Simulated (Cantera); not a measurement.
Feed: 1 mol SiCl₄, 0.36 mol H₂, 1.6 mol Cl₂, equilibrated at 700 K and 0.100 bar.

These are equilibrium values from Cantera (NASA tables, ideal gas, pure condensed phases), not measurements of a reactor. Candidate condensed phases: Si; 19 gas species. The numbers say what is thermodynamically allowed, not how fast it happens.

Base state: Cl₂ 0.419, SiCl₄ 0.338, HCl 0.243 (mole fractions); condensed: gas only.

Task: What changes in the equilibrium state with this change: temperature from 700 K to 1600 K?

Result: 
| species | before | after |
|---|---|---|
| SiCl₄ | 0.338 | 0.306 |
| Cl₂ | 0.419 | 0.287 |
| HCl | 0.243 | 0.221 |
| Cl | 1.35e-6 | 0.186 |
| SiCl₃ | <1e-9 | 0.000210 |
The tables' values for SiCl₃ are old estimates; treat these amounts as uncertain.

Task: What changes in the equilibrium state with this change: temperature from 700 K to 1773 K?

Result: 
```tsv
species	before	after
Cl	1.35e-6	0.358
SiCl₄	0.338	0.275
HCl	0.243	0.200
Cl₂	0.419	0.166
SiCl₃	<1e-9	0.00174
SiCl₂	<1e-9	1.87e-5
```
The tables' values for SiCl₃ are old estimates; treat these amounts as uncertain.
